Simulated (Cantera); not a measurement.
A perfectly stirred reactor is fed with 4.70 % CH4, 0.517 % CO, 14.9 % O2, 79.0 % N2, 0.894 % H2O, equivalence ratio 0.65, at 750 Torr; it is adiabatic with a 550 K inlet, and is followed from long to short residence time, starting on the burning branch (τ in s: 0.048, 0.023, 0.011, 0.0052, 0.0025, 0.0012, 0.00057, 0.00027, 0.00013, 6.3e-05, 3e-05, 1.4e-05, 6.9e-06).

Computed with Cantera and GRI-Mech 3.0 (53 species, 325 reactions).

Predict: blow-out, bracketed by the residence times tried; x(CH4) at τ = 48.0 ms; x(CO) at τ = 48.0 ms; x(O2) at τ = 48.0 ms; x(CH2O) at τ = 48.0 ms; x(CH4) at τ = 0.570 ms; x(CO) at τ = 0.570 ms; x(O2) at τ = 0.570 ms; x(CH2O) at τ = 0.570 ms.


```json
{
 "blow_out_bracketed_by_the_residence_times_tried": "burning at 0.570 ms, out at 0.270 ms",
 "x(CH4) at τ = 48.0 ms": "2.20e-5",
 "x(CO) at τ = 48.0 ms": "0.000614",
 "x(O2) at τ = 48.0 ms": "0.0522",
 "x(CH2O) at τ = 48.0 ms": "2.24e-6",
 "x(CH4) at τ = 0.570 ms": "0.000606",
 "x(CO) at τ = 0.570 ms": "0.0117",
 "x(O2) at τ = 0.570 ms": "0.0590",
 "x(CH2O) at τ = 0.570 ms": "5.37e-5"
}
```
